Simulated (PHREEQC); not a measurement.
0.91 g of hydrous ferric oxide (600 m²/g; 0.2 weak and 0.005 strong sites per Fe, Dzombak-Morel constants, diffuse double layer) in 1 kg of water with 0.001 mol/kgw of an inert sodium salt and 4.5e-05 mol/kgw MnCl2, 2.4e-05 mol/kgw Na2HAsO4 and 1.7e-05 mol/kgw H3BO3, at 25 °C; the pH is set by adding NaOH or the inert anion's acid. No oxygen is let in. No CO2 enters from the air. Nothing may precipitate in this run.

Base run: PHREEQC, ion-association model, wateq4f.dat. Each further column changes one thing. The table gives B sorbed (%).

```
pH   base  no electrostatic term (-no_edl)  background salt from 0.001 to 0.0001 mol/kgw  oxide from 0.91 to 4.5 g/kgw  0.0017 mol/kgw CuSO4 added
---  ----  -------------------------------  --------------------------------------------  ----------------------------  --------------------------
3     0.2                              0.0                                           0.3                           ___                         0.0
3.5   0.4                              0.0                                           0.4                           ___                         0.0
4     0.5                              0.0                                           0.5                           2.2                         0.0
4.5   0.6                              0.0                                           0.6                           2.6                         0.0
5     0.6                              0.0                                           0.6                           ___                         0.0
5.5   0.6                              0.0                                           0.6                           3.1                         0.0
6     0.6                              0.0                                           0.6                           3.1                         0.0
6.5   0.6                              0.1                                           0.6                           3.1                         0.0
7     0.6                              0.3                                           0.6                           3.1                         0.0
7.5   0.6                              0.5                                           0.6                           3.1                         0.0
8     0.6                              0.6                                           0.6                           ___                         0.0
8.5   0.5                              0.5                                           0.5                           2.6                         0.0
9     0.4                              0.2                                           0.4                           2.0                         0.0
```

Task: Complete the blanks.

Result: 
- 3, oxide from 0.91 to 4.5 g/kgw: 0.7
- 3.5, oxide from 0.91 to 4.5 g/kgw: 1.5
- 5, oxide from 0.91 to 4.5 g/kgw: 2.9
- 8, oxide from 0.91 to 4.5 g/kgw: 3.0

The database has no arsenate complexes of Mn. The oxide is taken as insoluble; below pH 4 it would dissolve. In at least one series the solution becomes supersaturated in solids that the run did not let form, among them Cu(OH)2, Brochantite, Antlerite, Atacamite. The database has no arsenate complexes of Cu, Mn. The database's constant for dissolved Cu(OH)2 is higher than later reviews accept.
